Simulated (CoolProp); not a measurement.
A single-stage vapour-compression cycle with the fluid: evaporating at 195.15 K (dew point), condensing at 244.15 K (bubble point), superheat 8 K, subcooling 2 K, compressor efficiency 0.85, no pressure losses. The same conditions are run with several fluids, on thermodynamics alone (safety and materials aside).

Values from CoolProp's reference Helmholtz-energy equation of state of each fluid (CH3F (R41): Lemmon 2006; carbonyl sulfide: Lemmon 2006; ethane: Bücker 2006; propylene: Lemmon 2013; R143a: Lemmon and Jacobsen 2000; C2F6 (R116): Lemmon 2006).

```
fluid             cooling COP  pressure ratio  discharge temperature (K)  refrigerating effect (kJ/kg)  volumetric capacity (kJ/m³)
----------------  -----------  --------------  -------------------------  ----------------------------  ---------------------------
CH3F (R41)               2.60            8.21                      348.7                           396                          855
carbonyl sulfide         2.70            10.9                      357.7                           276                          224
ethane                   2.65            6.33                      299.5                           362                         1170
propylene                2.80            11.1                      304.5                           378                          189
R143a                    2.78            12.4                      290.7                           191                          173
C2F6 (R116)              2.47            7.74                      258.5                          74.1                          642
```
